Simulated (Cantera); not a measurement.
An adiabatic, constant-volume homogeneous reactor starts with C3H8 : O2 : N2 = 1 : 2.94 : 11.1 (molar parts), equivalence ratio 1.7, at 1050 K and 1.01 bar.

Model: GRI-Mech 3.0 (53 species, 325 reactions), integrated in Cantera. GRI-Mech 3.0 was tuned for natural gas; its chemistry of propane as a main component is partial and can be far from experiment.

Question: Predict: time of steepest temperature rise; temperature at 7.00 s; equilibrium temperature; x(O2) at 7.00 s; x(O) at 7.00 s; x(HO2) at 7.00 s.

Answer: 
```
Item                                                                  Result
---------------------------------  -----------------------------------------
time of steepest temperature rise                                    0.174 s
temperature at 7.00 s                                                 2721 K
equilibrium temperature                                               2721 K
x(O2) at 7.00 s                    0.000161 (gas-phase equilibrium 0.000161)
x(O) at 7.00 s                     0.000282 (gas-phase equilibrium 0.000282)
x(HO2) at 7.00 s                     1.66e-7 (gas-phase equilibrium 1.66e-7)
```
